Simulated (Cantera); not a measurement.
A closed system holds: 1 mol PbF₂, a varied amount of H₂, at 1625 K and 1.10 mbar.

Cantera equilibrium calculation (NASA polynomials, part measured and part estimated; ideal gas, pure solids and liquids). Candidate condensed phases: Pb, PbF₂; 16 gas species. Kinetics and transport are ignored.

Task: At 0.62 mol H₂, list the 6 most abundant gas species with their mole fractions, and the condensed phases.

Result: HF 0.554, Pb 0.253, PbF₂ 0.134, PbF 0.0558, PbF₄ 0.00369, F 3.88e-5. Condensed: gas only.
